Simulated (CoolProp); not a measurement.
Vapour-liquid equilibrium of CHF3 (R23) (1) + R113 (2) at 274.9 K; x and y are mole fractions of (1).

Values from CoolProp's multi-fluid Helmholtz-energy mixture model, Penoncello 2003 and Marx 1992; pair parameters Bell 2016.

```json
[
 {"x": "0.05", "bubble pressure, mixture model (bar)": "2.179", "bubble pressure, Raoult's law (bar)": "1.463", "y, mixture model": "0.923", "y, Raoult's law": "0.894"},
 {"x": "0.2", "bubble pressure, mixture model (bar)": "8.721", "bubble pressure, Raoult's law (bar)": "5.361", "y, mixture model": "0.979", "y, Raoult's law": "0.976"},
 {"x": "0.35", "bubble pressure, mixture model (bar)": "14.15", "bubble pressure, Raoult's law (bar)": "9.259", "y, mixture model": "0.986", "y, Raoult's law": "0.989"},
 {"x": "0.5", "bubble pressure, mixture model (bar)": "17.40", "bubble pressure, Raoult's law (bar)": "13.16", "y, mixture model": "0.988", "y, Raoult's law": "0.994"},
 {"x": "0.65", "bubble pressure, mixture model (bar)": "19.17", "bubble pressure, Raoult's law (bar)": "17.06", "y, mixture model": "0.989", "y, Raoult's law": "0.997"},
 {"x": "0.8", "bubble pressure, mixture model (bar)": "20.95", "bubble pressure, Raoult's law (bar)": "20.95", "y, mixture model": "0.990", "y, Raoult's law": "0.998"},
 {"x": "0.95", "bubble pressure, mixture model (bar)": "24.31", "bubble pressure, Raoult's law (bar)": "24.85", "y, mixture model": "0.996", "y, Raoult's law": "1.000"}
]
```

The largest gap from Raoult's law is +62.7 % in bubble pressure, at x = 0.2. No azeotrope shows between x = 0.05 and 0.95.

Pair parameters are fitted to limited data, so mixtures are less certain than the pure fluids. The gap from Raoult's law changes sign with composition, which may be real or a fault of the pair parameters; it wasn't checked against measurements. With so large a gap from Raoult's law the liquid may split in two, which this calculation doesn't test in full.
